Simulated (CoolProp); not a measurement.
CH3F (R41) at several states: Z from the reference equation and from simpler models built on Tc = 317.3 K, pc = 5.906 MPa, ω = 0.200; each cubic takes its own stable root.

Model: reference Helmholtz-energy equation of state, Lemmon 2006, in CoolProp. It is a short technical equation, of lower accuracy than the large ones.

```csv
T (K),p (MPa),phase,reference
286.1,0.227,gas,0.9783
233.9,33.1,liquid,0.6811
145.9,0.314,liquid,0.009018
185.2,3.89,liquid,0.09495
143,0.704,liquid,0.02051
363,0.416,gas,0.9821
```

Task: How far does each simpler model (van der Waals, Redlich-Kwong, Soave-Redlich-Kwong, Peng-Robinson) lie from the reference over these 6 states: mean and median of the absolute difference, and the worst?

Result: 
- van der Waals: mean 57.9 %, median 82.0 %, worst +91.3 % at 143 K and 0.704 MPa
- Redlich-Kwong: mean 18.8 %, median 27.5 %, worst +28.6 % at 143 K and 0.704 MPa
- Soave-Redlich-Kwong: mean 17.6 %, median 25.3 %, worst +27.4 % at 143 K and 0.704 MPa
- Peng-Robinson: mean 8.3 %, median 11.4 %, worst +13.4 % at 143 K and 0.704 MPa
